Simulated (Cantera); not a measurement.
Input (Python, Cantera) and output of one run.

```python
import numpy as np
import cantera as ct

gas_names = """
    H HO2 H2 H2O H2O2 O OH O2 O3 Pb PbO Pb2
""".split()
cond_names = """
    H2O(s) H2O(L) Pb(cr) Pb(L) PbO(rd) PbO(yw) PbO(L) PbO2(s) Pb3O4(s)
""".split()


def load(file, names, dense=False):
    # The tables refer to 1 bar. Condensed volumes are neglected.
    table = {s.name: s for s in ct.Species.list_from_file(file)}
    out = []
    for n in names:
        d = dict(table[n].input_data)
        d["thermo"] = dict(d["thermo"], **{"reference-pressure": 1e5})
        if dense:
            d["equation-of-state"] = {"model": "constant-volume", "density": "1e6 g/cm^3"}
        out.append(ct.Species.from_dict(d))
    return out


gas = ct.Solution(thermo="ideal-gas", species=load("nasa_gas.yaml", gas_names))
cond = {s.name: ct.Solution(thermo="fixed-stoichiometry", species=[s], name=s.name)
        for s in load("nasa_condensed.yaml", cond_names, dense=True)}
atoms = {
    'PbO': {'Pb': 1, 'O': 1},
    'H2': {'H': 2},
}
top_T = {'Pb3O4(s)': 820}  # K; cautious upper limits of use, not melting points


def equilibrate(T, P, feed):
    n = {}
    for name, mol in feed.items():
        for a, k in atoms[name].items():
            n[a] = n.get(a, 0.0) + k * mol
    gas.TPX = T, P, n
    mass = sum(n.values()) * gas.mean_molecular_weight
    gas.equilibrate("TP")
    valid = [c for c in cond.values() if c.min_temp <= T <= top_T.get(c.name, c.max_temp)]
    mix = ct.Mixture([(gas, mass / gas.mean_molecular_weight)] + [(c, 0.0) for c in valid])
    mix.T, mix.P = T, P
    mix.equilibrate("TP", solver="vcs", rtol=1e-11, max_steps=5000)
    return mix


results = []
feed = {'PbO': 1, 'H2': 0.12}  # mol
P = 2100  # Pa
for T in [475, 550, 625, 700, 775, 850, 925, 1000, 1075, 1150]:
    mix = equilibrate(T, P, feed)
    results.append((T, P, feed, dict(zip(mix.species_names, mix.species_moles))))

top = {s: max(r[3][s] / sum(r[3][g] for g in gas_names) for r in results) for s in gas_names}
cols = sorted((s for s in top if top[s] > 0.0001), key=lambda s: -top[s])[:8]
seen = [c for c in cond_names if any(r[3].get(c, 0) > 1e-12 for r in results)]
print("log10 of partial pressures in bar; condensed amounts in mol")
print(f"{'T/K':>10s}" + "".join(f"{s[:9]:>10s}" for s in cols + seen))
for T, P, feed, n in results:
    ng = sum(n[g] for g in gas_names)
    print(f"{T:10.4g}" + "".join(f"{np.log10(max(n[s] / ng * P / 1e5, 1e-99)):10.3f}" for s in cols)
          + "".join(f"{n.get(c, 0):10.4g}" for c in seen))
```

It prints:

```
log10 of partial pressures in bar; condensed amounts in mol
       T/K       H2O        Pb       PbO        H2    Pb(cr)     Pb(L)   PbO(rd)   PbO(yw)
       475    -1.678   -15.721   -22.857    -7.021      0.12         0      0.88         0
       550    -1.678   -12.816   -18.564    -6.629      0.12         0      0.88         0
       625    -1.678   -10.632   -15.318    -6.332         0      0.12      0.88         0
       700    -1.678    -8.953   -12.781    -6.117         0      0.12      0.88         0
       775    -1.678    -7.604   -10.746    -5.933         0      0.12         0      0.88
       850    -1.678    -6.497    -9.080    -5.774         0      0.12         0      0.88
       925    -1.678    -5.573    -7.691    -5.634         0      0.12         0      0.88
      1000    -1.678    -4.791    -6.516    -5.510         0    0.1199         0      0.88
      1075    -1.680    -4.120    -5.511    -5.400         0    0.1195         0      0.88
      1150    -1.684    -3.538    -4.643    -5.303         0    0.1183         0    0.8799
```

Equilibrium computed with Cantera from the NASA thermochemical tables; the gas is ideal and each condensed phase is pure. Mutual solubility and eutectic melting of coexisting phases are not modelled.
